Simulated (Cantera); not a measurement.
Gas mixture: 100 % O2, at 0.900 Torr, frozen composition.

Cantera's kinetic-theory transport with the Lennard-Jones parameters of GRI-Mech 3.0, ideal gas; thermal conductivity in the mixture-averaged form.

One state of this run: ρ (kg/m³) = 0.000330; cp (J/kg/K) = 1134; μ (µPa s) = 59.7; λ (mW/m/K) = 95.7; Pr = 0.707; D (cm²/s) H2 = 8970; D (cm²/s) CH4 = 2670; D (cm²/s) N2 = 2410. D: mixture-averaged diffusion coefficient of that species in the mixture.

Q: Which value of T (K) does it belong to?
A. 2000
B. 1400
C. 1800
D. 1000

A: B, 1400
